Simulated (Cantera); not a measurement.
A Cantera script and what it prints.

```python
import numpy as np
import cantera as ct

gas_names = """
    H HO2 H2 H2O H2O2 O OH O2 O3 Pb PbO Pb2
""".split()
cond_names = """
    H2O(s) H2O(L) Pb(cr) Pb(L) PbO(rd) PbO(yw) PbO(L) PbO2(s) Pb3O4(s)
""".split()


def load(file, names, dense=False):
    # The tables refer to 1 bar. Condensed volumes are neglected.
    table = {s.name: s for s in ct.Species.list_from_file(file)}
    out = []
    for n in names:
        d = dict(table[n].input_data)
        d["thermo"] = dict(d["thermo"], **{"reference-pressure": 1e5})
        if dense:
            d["equation-of-state"] = {"model": "constant-volume", "density": "1e6 g/cm^3"}
        out.append(ct.Species.from_dict(d))
    return out


gas = ct.Solution(thermo="ideal-gas", species=load("nasa_gas.yaml", gas_names))
cond = {s.name: ct.Solution(thermo="fixed-stoichiometry", species=[s], name=s.name)
        for s in load("nasa_condensed.yaml", cond_names, dense=True)}
atoms = {
    'Pb': {'Pb': 1},
    'O2': {'O': 2},
    'H2': {'H': 2},
}
top_T = {'Pb3O4(s)': 820}  # K; cautious upper limits of use, not melting points


def equilibrate(T, P, feed):
    n = {}
    for name, mol in feed.items():
        for a, k in atoms[name].items():
            n[a] = n.get(a, 0.0) + k * mol
    gas.TPX = T, P, n
    mass = sum(n.values()) * gas.mean_molecular_weight
    gas.equilibrate("TP")
    valid = [c for c in cond.values() if c.min_temp <= T <= top_T.get(c.name, c.max_temp)]
    mix = ct.Mixture([(gas, mass / gas.mean_molecular_weight)] + [(c, 0.0) for c in valid])
    mix.T, mix.P = T, P
    mix.equilibrate("TP", solver="vcs", rtol=1e-11, max_steps=5000)
    return mix


results = []
feed = {'Pb': 1, 'O2': 0.32, 'H2': 0.13}  # mol
P = 28  # Pa
for T in [473, 498, 523, 548, 573, 598, 623, 648, 673, 698, 723]:
    mix = equilibrate(T, P, feed)
    results.append((T, P, feed, dict(zip(mix.species_names, mix.species_moles))))

top = {s: max(r[3][s] / sum(r[3][g] for g in gas_names) for r in results) for s in gas_names}
cols = sorted((s for s in top if top[s] > 0.001), key=lambda s: -top[s])[:9]
seen = [c for c in cond_names if any(r[3].get(c, 0) > 1e-12 for r in results)]
print("log10 of partial pressures in bar; condensed amounts in mol")
print(f"{'T/K':>10s}" + "".join(f"{s[:9]:>10s}" for s in cols + seen))
for T, P, feed, n in results:
    ng = sum(n[g] for g in gas_names)
    print(f"{T:10.4g}" + "".join(f"{np.log10(max(n[s] / ng * P / 1e5, 1e-99)):10.3f}" for s in cols)
          + "".join(f"{n.get(c, 0):10.4g}" for c in seen))
```

Output:

```
log10 of partial pressures in bar; condensed amounts in mol
       T/K       H2O    Pb(cr)     Pb(L)   PbO(rd)
       473    -3.553      0.49         0      0.51
       498    -3.553      0.49         0      0.51
       523    -3.553      0.49         0      0.51
       548    -3.553      0.49         0      0.51
       573    -3.553      0.49         0      0.51
       598    -3.553      0.49         0      0.51
       623    -3.553         0      0.49      0.51
       648    -3.553         0      0.49      0.51
       673    -3.553         0      0.49      0.51
       698    -3.553         0      0.49      0.51
       723    -3.553         0      0.49      0.51
```

Method: chemical equilibrium by Gibbs-energy minimisation in Cantera with the NASA 1993 tables (ideal gas, pure condensed phases).
